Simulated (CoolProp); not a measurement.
Properties of isobutene along the isotherm 155.85 °C (Tc = 144.9 °C, pc = 40.16 bar, ω = 0.193).

Computed with CoolProp (reference Helmholtz-energy equation of state, Lemmon 2005). It is a short technical equation, of lower accuracy than the large ones.

```csv
p (bar),phase,speed of sound (m/s),isothermal compressibility (1/MPa),fugacity coefficient
1.83,gas,258.3,5.547,0.9855
3.65,gas,255.0,2.825,0.9712
5.48,gas,251.6,1.913,0.9568
7.3,gas,248.1,1.462,0.9426
9.13,gas,244.5,1.191,0.9283
11,gas,240.7,1.009,0.9138
12.8,gas,236.9,0.8859,0.8999
14.6,gas,233.0,0.7946,0.8860
16.4,gas,229.0,0.7249,0.8722
18.3,gas,224.6,0.6680,0.8576
20.1,gas,220.4,0.6259,0.8439
```
